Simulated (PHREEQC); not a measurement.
A solution holds 2 mmol/kgw NaHS and 0.7 mmol/kgw NaOH, at 25 °C. Closed to the air; pH follows from the charge balance.

All values are PHREEQC results (ion-association model, wateq4f.dat), not measurements.

Each row changes one thing in this solution. This is a speciation only: nothing precipitates in the calculation.

```tsv
case	pH	ionic strength (mol/kgw)
as made	10.81	0.00272
0.0022 mol/kgw KCl added	10.80	0.00492
NaHS from 0.002 to 0.0002 mol/kgw	10.83	0.000902
NaOH left out	9.09	0.00200
diluted 10-fold with water	9.84	0.000270
NaHS left out	10.83	0.000700
```

The polysulfide entries of wateq4f.dat were taken out for this run.
